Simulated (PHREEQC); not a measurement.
Solution (55 °C): 0.056 mol/kgw HF and 0.00012 mol/kgw (NH4)2SiF6. Closed to the air; pH follows from the charge balance.

Equilibrium calculation in PHREEQC: ion-association model, phreeqc.dat.

### Question
The ionic strength comes out as 0.00555 mol/kgw. What activity coefficients do SiF6-2, NH4+, HF2-, H+, F- get?

### Answer
SiF6-2 0.72, NH4+ 0.92, HF2- 0.92, H+ 0.93, F- 0.92.

No solid was allowed to form. Away from 25 °C the constants follow the database's enthalpies or fits; those with neither stay at their 25 °C values. SiF6-2 is the database's only silicon fluoride.
